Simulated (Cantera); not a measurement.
What does this Cantera script print?

```python
import numpy as np
import cantera as ct

gas_names = """
    CL CL2 H HCL H2 Si SiCL SiCL2 SiCL3 SiCL4 SiH SiHCL3 SiH2 SiH2CL2 SiH3 SiH3CL SiH4 Si2 Si3
""".split()
cond_names = """
    Si(cr) Si(L)
""".split()


# ... load() reads the species with a 1 bar reference pressure and builds the phases ...
atoms = {
    'SiCl4': {'Si': 1, 'CL': 4},
    'H2': {'H': 2},
    'Cl2': {'CL': 2},
}
top_T = {}  # K; cautious upper limits of use, not melting points


# ... equilibrate(T, P, feed) seeds the gas with the atoms and calls Mixture.equilibrate('TP', solver="vcs", rtol=1e-11, max_steps=5000) ...
results = []
T = 1198  # K
P = 750000  # Pa
for m in [1.2, 1.6, 2, 2.5, 3.2, 4, 5.1, 6.5]:
    feed = {'SiCl4': 1, 'H2': m, 'Cl2': 2.9}  # mol
    mix = equilibrate(T, P, feed)
    results.append((T, P, feed, dict(zip(mix.species_names, mix.species_moles))))

top = {s: max(r[3][s] / sum(r[3][g] for g in gas_names) for r in results) for s in gas_names}
cols = sorted((s for s in top if top[s] > 1e-06), key=lambda s: -top[s])[:9]
seen = [c for c in cond_names if any(r[3].get(c, 0) > 1e-12 for r in results)]
print("log10 of partial pressures in bar; condensed amounts in mol")
print(f"{'n(H2)':>10s}" + "".join(f"{s[:9]:>10s}" for s in cols + seen))
for T, P, feed, n in results:
    ng = sum(n[g] for g in gas_names)
    print(f"{feed['H2']:10.4g}" + "".join(f"{np.log10(max(n[s] / ng * P / 1e5, 1e-99)):10.3f}" for s in cols)
          + "".join(f"{n.get(c, 0):10.4g}" for c in seen))
```

Output:

```
log10 of partial pressures in bar; condensed amounts in mol
     n(H2)       HCL        H2       CL2     SiCL4    SiHCL3        CL     SiCL3   SiH2CL2     SiCL2
       1.2     0.547    -8.198     0.397     0.167   -10.149    -2.136    -6.889   -21.348   -12.999
       1.6     0.640    -7.864     0.248     0.135    -9.940    -2.211    -6.847   -20.898   -12.882
         2     0.706    -7.541     0.057     0.104    -9.713    -2.306    -6.782   -20.415   -12.722
       2.5     0.768    -7.030    -0.331     0.069    -9.299    -2.500    -6.624   -19.551   -12.369
       3.2     0.787    -0.501    -6.820     0.023    -2.836    -5.745    -3.425    -6.579    -5.926
         4     0.741     0.017    -7.430    -0.025    -2.320    -6.050    -3.168    -5.499    -5.364
       5.1     0.685     0.261    -7.787    -0.084    -2.078    -6.228    -3.048    -4.956    -5.066
       6.5     0.623     0.412    -8.063    -0.150    -1.931    -6.366    -2.976    -4.595    -4.856
```

Equilibrium computed with Cantera from the NASA thermochemical tables; the gas is ideal and each condensed phase is pure. The tables' values for SiCl3 are old estimates; treat these amounts as uncertain.
